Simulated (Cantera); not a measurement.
A freely propagating, adiabatic, planar premixed flame of H₂ : O₂ : N₂ = 1 : 0.82 : 3.08 (molar parts), equivalence ratio 0.61, unburnt at 625 K and 0.330 bar; mixture-averaged transport, grid criteria slope 0.08 and curve 0.16, no radiation.

Computed with Cantera and the H2/O2 subset of GRI-Mech 3.0, which has no nitrogen chemistry. Burning velocities carry a grid error of a few per cent, more on coarse grids. Lean hydrogen flames are cellular in practice and burn faster than this planar one.

Question: What does this change do: inlet temperature 625 to 525 K?

Answer: 
| quantity | before | after |
|---|---|---|
| laminar burning velocity | 508 cm/s | 341 cm/s |
| thermal thickness | 1.90 mm | 1.74 mm |
| peak x(H) | 0.0375 | 0.0312 |
| peak x(OH) | 0.0132 | 0.0116 |
| peak x(HO₂) | 0.000113 | 0.000153 |
